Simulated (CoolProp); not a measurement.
Vapour-liquid equilibrium of R22 (1) + C3F8 (R218) (2) at 0.893 MPa; x and y are mole fractions of (1).

Computed with CoolProp (multi-fluid Helmholtz-energy mixture model, Kamei 1995 and Lemmon 2006; pair parameters Bell 2016).

Problem. Give the bubble temperature and the first vapour's composition at x = 0.35, 0.65, 0.75. Is there an azeotrope?

Solution. x = 0.35: 14.2 °C, y = 0.457; x = 0.65: 12.5 °C, y = 0.635; x = 0.75: 12.9 °C, y = 0.694. y crosses x between x = 0.55 and 0.65: the model has an azeotrope there.

The pair parameters rest on a limited set of measurements; away from them the model extrapolates.
